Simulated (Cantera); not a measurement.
# Transport properties of process gases

Gas mixture: NO : N2 : N2O = 0.55 : 0.94 : 0.087 (molar parts), at 0.0133 bar, frozen composition.

Cantera's kinetic-theory transport with the Lennard-Jones parameters of GRI-Mech 3.0, ideal gas; thermal conductivity in the mixture-averaged form. The composition is frozen, though it would react at the higher temperatures.

```tsv
T (K)	ρ (kg/m³)	cp (J/kg/K)	μ (µPa s)	λ (mW/m/K)	Pr	D (cm²/s) CH4	D (cm²/s) H2	D (cm²/s) NO
400	0.0119	1023	22.4	32.2	0.712	27.8	95.4	25.1
650	0.00730	1077	31.5	48.0	0.707	64.3	215	57.5
900	0.00527	1142	39.1	62.9	0.711	111	370	99.3
1150	0.00413	1188	46.0	76.8	0.711	168	555	150
1400	0.00339	1221	52.2	89.9	0.710	233	769	207
1650	0.00288	1246	58.1	102	0.709	306	1010	272
1900	0.00250	1266	63.7	114	0.709	387	1280	344
2150	0.00221	1280	69.0	125	0.709	475	1570	422
```
D: mixture-averaged diffusion coefficient of that species in the mixture.
